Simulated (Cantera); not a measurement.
**Premixed flame**

A freely propagating, adiabatic, planar premixed flame of 48.0 % H2, 10.9 % O2, 41.1 % N2, unburnt at 348 K and 0.220 bar; mixture-averaged transport, grid criteria slope 0.08 and curve 0.16, no radiation.

Cantera simulation using the H2/O2 subset of GRI-Mech 3.0, which has no nitrogen chemistry; the numbers are that mechanism's predictions, not measurements. Burning velocities carry a grid error of a few per cent, more on coarse grids.

```json
[
 {"z (mm)": "-8.15", "T (K)": "348", "u (m/s)": "3.11", "x H2": "0.480", "x O2": "0.109", "x H": "<1e-8", "x O": "<1e-8", "x HO2": "<1e-8", "x H2O": "<1e-8"},
 {"z (mm)": "-5.43", "T (K)": "348", "u (m/s)": "3.11", "x H2": "0.480", "x O2": "0.109", "x H": "<1e-8", "x O": "<1e-8", "x HO2": "<1e-8", "x H2O": "<1e-8"},
 {"z (mm)": "-4.07", "T (K)": "348", "u (m/s)": "3.11", "x H2": "0.480", "x O2": "0.109", "x H": "<1e-8", "x O": "<1e-8", "x HO2": "<1e-8", "x H2O": "<1e-8"},
 {"z (mm)": "-2.72", "T (K)": "348", "u (m/s)": "3.11", "x H2": "0.480", "x O2": "0.109", "x H": "<1e-8", "x O": "<1e-8", "x HO2": "<1e-8", "x H2O": "<1e-8"},
 {"z (mm)": "-1.36", "T (K)": "364", "u (m/s)": "3.24", "x H2": "0.478", "x O2": "0.109", "x H": "4.21e-5", "x O": "2.90e-6", "x HO2": "0.000108", "x H2O": "0.000366"},
 {"z (mm)": "-0.679", "T (K)": "639", "u (m/s)": "5.55", "x H2": "0.443", "x O2": "0.102", "x H": "0.00895", "x O": "0.000159", "x HO2": "6.35e-5", "x H2O": "0.0220"},
 {"z (mm)": "0", "T (K)": "1039", "u (m/s)": "8.78", "x H2": "0.339", "x O2": "0.0658", "x H": "0.0549", "x O": "0.00233", "x HO2": "2.00e-5", "x H2O": "0.103"},
 {"z (mm)": "0.679", "T (K)": "1283", "u (m/s)": "10.8", "x H2": "0.249", "x O2": "0.0129", "x H": "0.0934", "x O": "0.00213", "x HO2": "3.69e-6", "x H2O": "0.204"},
 {"z (mm)": "1.36", "T (K)": "1377", "u (m/s)": "11.5", "x H2": "0.235", "x O2": "0.00163", "x H": "0.0950", "x O": "0.000859", "x HO2": "4.37e-7", "x H2O": "0.227"},
 {"z (mm)": "2.72", "T (K)": "1470", "u (m/s)": "12.2", "x H2": "0.241", "x O2": "0.000307", "x H": "0.0842", "x O": "0.000639", "x HO2": "7.74e-8", "x H2O": "0.231"},
 {"z (mm)": "5.43", "T (K)": "1574", "u (m/s)": "13.0", "x H2": "0.250", "x O2": "0.000231", "x H": "0.0694", "x O": "0.000544", "x HO2": "5.44e-8", "x H2O": "0.233"},
 {"z (mm)": "10.9", "T (K)": "1681", "u (m/s)": "13.8", "x H2": "0.260", "x O2": "0.000162", "x H": "0.0540", "x O": "0.000399", "x HO2": "3.75e-8", "x H2O": "0.235"},
 {"z (mm)": "21.7", "T (K)": "1779", "u (m/s)": "14.5", "x H2": "0.270", "x O2": "9.69e-5", "x H": "0.0393", "x O": "0.000247", "x HO2": "2.34e-8", "x H2O": "0.237"}
]
```
x: mole fraction of selected species; z is measured from the peak of heat release.

The laminar burning velocity is 311 cm/s. The thermal thickness comes out as 2.72 mm. The peak x(H) is 0.0965. The peak x(O) is 0.00302, the peak x(HO2) comes out as 0.000157 and the grid points is 140.
